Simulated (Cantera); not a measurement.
Input (Python, Cantera) and output of one run.

```python
import numpy as np
import cantera as ct

gas_names = """
    H HNO HNO2 HNO3 HO2 H2 H2O H2O2 N NH NH2 NH3 NH2OH NO NO2 NO3 N2 N2H2 N2H4 N2O O OH O2 O3 Si SiH
    SiH2 SiH3 SiH4 SiN SiO SiO2 Si2 Si2N Si3
""".split()
cond_names = """
    H2O(s) H2O(L) Si(cr) Si(L) SiO2(Lqz) SiO2(hqz) SiO2(L) Si2N2O(s) Si3N4(a)
""".split()


# ... load() reads the species with a 1 bar reference pressure and builds the phases ...
atoms = {
    'Si': {'Si': 1},
    'H2O': {'H': 2, 'O': 1},
    'N2': {'N': 2},
}
top_T = {'Si2N2O(s)': 2100, 'Si3N4(a)': 2400}  # K; cautious upper limits of use, not melting points


# ... equilibrate(T, P, feed) seeds the gas with the atoms and calls Mixture.equilibrate('TP', solver="vcs", rtol=1e-11, max_steps=5000) ...
results = []
feed = {'Si': 1, 'H2O': 0.0012, 'N2': 10}  # mol
P = 19000  # Pa
for T in [1650, 1700, 1750, 1800, 1850, 1900, 1950, 2000, 2050]:
    mix = equilibrate(T, P, feed)
    results.append((T, P, feed, dict(zip(mix.species_names, mix.species_moles))))
    x = sorted(zip(gas.X, gas.species_names), reverse=True)
    print(f"T = {T:g} K  P = {P:g} Pa  gas = {mix.phase_moles(0):.4g} mol")
    print("   x: " + "  ".join(f"{s} {v:.3e}" for v, s in x if v > 1e-06))
    print("   condensed (mol): " + ("  ".join(f"{mix.phase(i).name} {mix.phase_moles(i):.4g}"
          for i in range(1, mix.n_phases) if mix.phase_moles(i) > 1e-12) or "none"))
```

Result:

```
T = 1650 K  P = 19000 Pa  gas = 9.335 mol
   x: N2 9.999e-01  H2 1.274e-04  SiO 1.910e-05  H 2.352e-06
   condensed (mol): Si2N2O(s) 0.001022  Si3N4(a) 0.3326
T = 1700 K  P = 19000 Pa  gas = 9.336 mol
   x: N2 9.998e-01  H2 1.266e-04  SiO 6.537e-05  H 3.804e-06
   condensed (mol): Si2N2O(s) 0.0005897  Si3N4(a) 0.3327
T = 1750 K  P = 19000 Pa  gas = 9.337 mol
   x: N2 9.997e-01  SiO 1.285e-04  H2 1.255e-04  H 5.978e-06
   condensed (mol): Si3N4(a) 0.3329
T = 1800 K  P = 19000 Pa  gas = 9.337 mol
   x: N2 9.997e-01  SiO 1.285e-04  H2 1.239e-04  H 9.145e-06  Si 2.157e-06
   condensed (mol): Si3N4(a) 0.3329
T = 1850 K  P = 19000 Pa  gas = 9.337 mol
   x: N2 9.997e-01  SiO 1.285e-04  H2 1.217e-04  H 1.363e-05  Si 7.431e-06  SiN 1.242e-06
   condensed (mol): Si3N4(a) 0.3329
T = 1900 K  P = 19000 Pa  gas = 9.337 mol
   x: N2 9.997e-01  SiO 1.285e-04  H2 1.186e-04  Si 2.396e-05  H 1.982e-05  SiN 3.495e-06  Si2N 1.826e-06
   condensed (mol): Si3N4(a) 0.3328
T = 1950 K  P = 19000 Pa  gas = 9.338 mol
   x: N2 9.996e-01  SiO 1.285e-04  H2 1.143e-04  Si 7.265e-05  H 2.812e-05  SiN 9.316e-06  Si2N 7.437e-06
   condensed (mol): Si3N4(a) 0.3326
T = 2000 K  P = 19000 Pa  gas = 9.341 mol
   x: N2 9.995e-01  Si 2.082e-04  SiO 1.285e-04  H2 1.087e-04  H 3.890e-05  Si2N 2.817e-05  SiN 2.362e-05  Si2 1.960e-06
   condensed (mol): Si3N4(a) 0.332
T = 2050 K  P = 19000 Pa  gas = 10.01 mol
   x: N2 9.992e-01  Si 4.067e-04  SiO 1.199e-04  H2 9.413e-05  Si2N 5.152e-05  H 5.049e-05  SiN 4.107e-05  Si2 4.741e-06  SiH 1.041e-06
   condensed (mol): Si(L) 0.9932
```

These are equilibrium values from Cantera (NASA tables, ideal gas, pure condensed phases), not measurements of a reactor. Mutual solubility and eutectic melting of coexisting phases are not modelled. The tables' values for SiN are old estimates; treat these amounts as uncertain.
